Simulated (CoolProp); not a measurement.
1,2-dichloroethane along the isobar 9.08 bar: fugacity coefficient from the reference equation and from simpler models built on Tc = 288.4 °C, pc = 52.26 bar, ω = 0.269; each cubic takes its own stable root.

Computed with CoolProp (reference Helmholtz-energy equation of state, Thol 2015).

```csv
T (°C),phase,reference
128.55,liquid,0.3622
135.05,liquid,0.4179
141.65,liquid,0.4802
148.25,liquid,0.5485
154.85,liquid,0.6232
161.45,liquid,0.7042
167.95,liquid,0.7903
181.15,gas,0.8806
187.75,gas,0.8861
194.35,gas,0.8912
```

**Question.** How far does each simpler model (van der Waals, Redlich-Kwong, Soave-Redlich-Kwong, Peng-Robinson) lie from the reference over these 10 states: mean and median of the absolute difference, and the worst?

**Answer.** 
- van der Waals: mean 50.8 %, median 36.7 %, worst +144.9 % at 128.55 °C and 9.08 bar
- Redlich-Kwong: mean 27.1 %, median 32.1 %, worst +53.1 % at 128.55 °C and 9.08 bar
- Soave-Redlich-Kwong: mean 1.2 %, median 1.3 %, worst +2.0 % at 167.95 °C and 9.08 bar
- Peng-Robinson: mean 0.2 %, median 0.1 %, worst -0.4 % at 194.35 °C and 9.08 bar

At some of these states van der Waals, Redlich-Kwong gives the other phase, because its saturation line lies elsewhere.
